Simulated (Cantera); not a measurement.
Input: 1 mol Si2H6, 0.052 mol Cl2, 42 mol N2, held at 1202 °C and 14.0 mbar.

Equilibrium computed with Cantera from the NASA thermochemical tables; the gas is ideal and each condensed phase is pure. Candidate condensed phases: NH4Cl, Si, Si3N4; 28 gas species. The feed counts by its element totals alone. N2 is the only nitrogen source here; it is nearly inert below about 1500 K, so the nitride shown seldom forms there in practice. Kinetics and transport are ignored.

Base state: N2 0.930, H2 0.0674, HCl 0.00237, H 2.85e-5 (mole fractions); condensed: Si3N4(s).

What changes in the equilibrium state with this change: Cl2 from 0.052 to 0.016 mol?


```
species         before     after
-------------  -------  --------
N2               0.930     0.931
H2              0.0674    0.0683
HCl            0.00237  0.000731
H              2.85e-5   2.86e-5
Si3N4(s), mol    0.667     0.667
```
